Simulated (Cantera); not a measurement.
An adiabatic, constant-pressure homogeneous reactor starts with H2 : O2 : N2 = 1 : 0.98 : 3.73 (molar parts), equivalence ratio 0.51, at 1300 K and 14.0 bar.

Detailed kinetics in Cantera: the H2/O2 subset of GRI-Mech 3.0, which has no nitrogen chemistry. The hydrogen kinetics of GRI-Mech 3.0 are dated; newer H2 mechanisms differ, most at raised pressure. The pressure lies above the range GRI-Mech 3.0 was tuned for (to about 10 atm).

Question: Predict: time of steepest temperature rise; temperature at 0.400 s; equilibrium temperature; x(H2) at 0.400 s; x(O2) at 0.400 s; x(OH) at 0.400 s; x(O) at 0.400 s; x(H2O) at 0.400 s; x(H2O2) at 0.400 s; x(H) at 0.400 s.

Answer: 
```
Property                                                              Result
---------------------------------  -----------------------------------------
time of steepest temperature rise                                    6.69 µs
temperature at 0.400 s                                                2488 K
equilibrium temperature                                               2488 K
x(H2) at 0.400 s                   0.000940 (gas-phase equilibrium 0.000940)
x(O2) at 0.400 s                       0.0898 (gas-phase equilibrium 0.0898)
x(OH) at 0.400 s                     0.00798 (gas-phase equilibrium 0.00798)
x(O) at 0.400 s                      0.00110 (gas-phase equilibrium 0.00110)
x(H2O) at 0.400 s                        0.186 (gas-phase equilibrium 0.186)
x(H2O2) at 0.400 s                   1.44e-6 (gas-phase equilibrium 1.44e-6)
x(H) at 0.400 s                    0.000197 (gas-phase equilibrium 0.000197)
```
